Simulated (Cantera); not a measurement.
Thermodynamics of silicon oxide and oxynitride deposition, feed SiF4 + O2

Charge: 1 mol SiF4, 0.31 mol O2, equilibrated at 0.585 Torr.

These are equilibrium values from Cantera (NASA tables, ideal gas, pure condensed phases), not measurements of a reactor. Candidate condensed phases: Si, SiO2; 17 gas species. The tables' values for SiF3, SiO2 are old estimates; treat these amounts as uncertain. The numbers say what is thermodynamically allowed, not how fast it happens.

From 1100 °C to 1700 °C nothing is condensed. The main Si-bearing gas is SiF4 throughout.

```json
[
 {"T (°C)": "1100", "log p SiF4": "-3.23", "log p O2": "-3.73", "log p O": "-8.08", "log p F": "-8.73"},
 {"T (°C)": "1200", "log p SiF4": "-3.23", "log p O2": "-3.73", "log p O": "-7.42", "log p F": "-8.05"},
 {"T (°C)": "1300", "log p SiF4": "-3.23", "log p O2": "-3.73", "log p O": "-6.85", "log p F": "-7.46"},
 {"T (°C)": "1400", "log p SiF4": "-3.23", "log p O2": "-3.73", "log p O": "-6.34", "log p F": "-6.92"},
 {"T (°C)": "1500", "log p SiF4": "-3.23", "log p O2": "-3.74", "log p O": "-5.90", "log p F": "-6.38"},
 {"T (°C)": "1600", "log p SiF4": "-3.23", "log p O2": "-3.74", "log p O": "-5.50", "log p F": "-5.89"},
 {"T (°C)": "1700", "log p SiF4": "-3.23", "log p O2": "-3.75", "log p O": "-5.14", "log p F": "-5.45"}
]
```
log p: log10 of the partial pressure in bar; nothing condenses.
